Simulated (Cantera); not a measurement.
Input: 1 mol Al, 36 mol N2O, 500 mol N2, at 1273 K and 0.370 bar.

Method: chemical equilibrium by Gibbs-energy minimisation in Cantera with the NASA 1993 tables (ideal gas, pure condensed phases). Candidate condensed phases: Al, AlN, Al2O3; 16 gas species. Rates play no part.

Base state: N2 0.969, O2 0.0311, NO 0.000141 (mole fractions); condensed: Al2O3(s).

Problem. What changes in the equilibrium state with this change: temperature from 1273 K to 1873.15 K?

Solution. 
```csv
species,before,after
N2,0.969,0.968
O2,0.0311,0.0300
NO,0.000141,0.00221
O,3.12e-8,6.74e-5
"Al2O3(s), mol",0.500,0.500
```
